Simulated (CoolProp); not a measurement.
Saturation properties of tetrahydrofuran (Tc = 540.2 K, pc = 5.304 MPa, ω = 0.234).

Model: reference Helmholtz-energy equation of state, Fiedler 2023, in CoolProp.

| T (K) | p (MPa) | liquid density (kg/m³) | vapour density (kg/m³) | enthalpy of vaporisation (kJ/kg) | liquid cp (kJ/(kg K)) |
|---|---|---|---|---|---|
| 418 | 0.7608 | 735.9 | 18.01 | 348.3 | 2.255 |
| 427.5 | 0.9178 | 722.2 | 21.68 | 338.3 | 2.308 |
| 437 | 1.098 | 708.1 | 25.96 | 327.6 | 2.365 |
| 446.4 | 1.300 | 693.5 | 30.89 | 316.4 | 2.426 |
| 455.9 | 1.532 | 677.9 | 36.70 | 304.2 | 2.495 |
| 465.4 | 1.793 | 661.5 | 43.50 | 291.0 | 2.573 |
| 474.9 | 2.086 | 643.9 | 51.53 | 276.7 | 2.665 |
| 484.4 | 2.414 | 624.9 | 61.11 | 260.8 | 2.779 |
| 493.9 | 2.780 | 603.9 | 72.73 | 243.1 | 2.926 |
| 503.3 | 3.184 | 580.5 | 87.03 | 222.9 | 3.134 |
| 512.8 | 3.639 | 552.7 | 105.8 | 198.6 | 3.475 |
| 522.3 | 4.149 | 517.7 | 131.9 | 167.8 | 4.167 |

It boils at 339.1 K under 1 atm.
